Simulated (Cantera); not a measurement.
Thermodynamics of boron, boron nitride and boron oxide, feed BF₃ + NH₃ + N₂ + H₂O

Charge: 1 mol BF₃, 0.11 mol NH₃, 0.14 mol N₂, 9 mol H₂O, equilibrated at 7.20 mbar.

Equilibrium computed with Cantera from the NASA thermochemical tables; the gas is ideal and each condensed phase is pure. Candidate condensed phases: B, BN, B₂O₃, B₃O₃H₃, H₂O; 62 gas species. Gases not in the tables: H₃BO₃. Rates play no part.

From 1548 K to 1848 K nothing is condensed.

```csv
T (K),log p H₂O,log p HF,log p HBO₂,log p BOF,log p H₂,log p N₂
1548,-2.32,-2.80,-3.49,-3.51,-3.98,-3.91
1598,-2.32,-2.80,-3.49,-3.51,-3.98,-3.91
1648,-2.32,-2.80,-3.48,-3.52,-3.98,-3.91
1698,-2.32,-2.80,-3.48,-3.52,-3.97,-3.91
1748,-2.33,-2.80,-3.48,-3.53,-3.96,-3.91
1798,-2.33,-2.80,-3.48,-3.53,-3.93,-3.91
1848,-2.33,-2.80,-3.48,-3.53,-3.89,-3.91
```
log p: log10 of the partial pressure in bar; nothing condenses.
